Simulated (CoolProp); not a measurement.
Vapour-liquid equilibrium of R113 (1) + benzene (2) at 12.95 °C; x and y are mole fractions of (1).

The numbers come from the multi-fluid Helmholtz-energy mixture model, Marx 1992 and Thol 2012; pair parameters Bell 2016 in CoolProp.

| x | bubble pressure, mixture model (kPa) | bubble pressure, Raoult's law (kPa) | y, mixture model | y, Raoult's law |
|---|---|---|---|---|
| 0.05 | 9.589 | 8.082 | 0.296 | 0.169 |
| 0.125 | [?] | 9.595 | 0.495 | 0.355 |
| 0.2 | 14.71 | 11.11 | 0.598 | 0.491 |
| 0.275 | 16.46 | 12.62 | 0.663 | 0.594 |
| 0.35 | [?] | 14.13 | [?] | 0.675 |
| 0.425 | 19.17 | 15.65 | 0.749 | 0.740 |
| 0.5 | 20.31 | 17.16 | [?] | 0.794 |
| 0.575 | 21.39 | 18.67 | 0.814 | 0.839 |
| 0.65 | [?] | 20.19 | [?] | 0.877 |
| 0.725 | [?] | 21.70 | 0.876 | 0.910 |
| 0.8 | [?] | 23.21 | 0.907 | 0.939 |
| 0.875 | 25.52 | 24.73 | 0.941 | 0.964 |
| 0.95 | 26.55 | 26.24 | 0.976 | 0.987 |

Question: Fill in the missing entries.

Answer: 
- 0.125, bubble pressure, mixture model (kPa): 12.50
- 0.35, bubble pressure, mixture model (kPa): 17.91
- 0.35, y, mixture model: 0.711
- 0.5, y, mixture model: 0.783
- 0.65, bubble pressure, mixture model (kPa): 22.43
- 0.65, y, mixture model: 0.845
- 0.725, bubble pressure, mixture model (kPa): 23.46
- 0.8, bubble pressure, mixture model (kPa): 24.49

The largest gap from Raoult's law is +32.4 % in bubble pressure, at x = 0.2. No azeotrope shows between x = 0.05 and 0.95.

Pair parameters are fitted to limited data, so mixtures are less certain than the pure fluids.
